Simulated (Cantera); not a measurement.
Charge: 1 mol Cr, 6.2 mol O₂, 30 mol H₂, held at 1850 K and 1.33 mbar.

Method: chemical equilibrium by Gibbs-energy minimisation in Cantera with the NASA 1993 tables (ideal gas, pure condensed phases). Candidate condensed phases: Cr, Cr₂O₃, H₂O; 13 gas species. The numbers say what is thermodynamically allowed, not how fast it happens.

Base state: H₂ 0.627, H₂O 0.361, H 0.0117, OH 0.000497, Cr 0.000230, CrO 7.44e-5, CrO₂ 1.63e-5 (mole fractions); condensed: Cr₂O₃(s).

Problem. What changes in the equilibrium state with this change: temperature from 1850 K to 1923.15 K?

Solution. 
```tsv
species	before	after
H₂	0.627	0.618
H₂O	0.361	0.359
H	0.0117	0.0203
Cr	0.000230	0.000911
CrO	7.44e-5	0.000327
CrO₂	1.63e-5	7.02e-5
O	7.06e-6	2.49e-5
OH	0.000497	0.00102
Cr₂O₃(s), mol	0.495	0.480
```

Problem. What changes in the equilibrium state with this change: Cr replaced by Nb?

Solution. 
```csv
species,before,after
H₂,0.627,0.660
H₂O,0.361,0.328
H,0.0117,0.0120
NbO₂,0,0.000145
Cr,0.000230,0
CrO,7.44e-5,0
CrO₂,1.63e-5,0
OH,0.000497,0.000439
"Cr₂O₃(s), mol",0.495,0
"Nb₂O₅(l), mol",0,0.498
```
Condensed phases not in the tables: the oxides between NbO₂ and Nb₂O₅. Further candidate phases: Nb, NbO, NbO₂, Nb₂O₅.
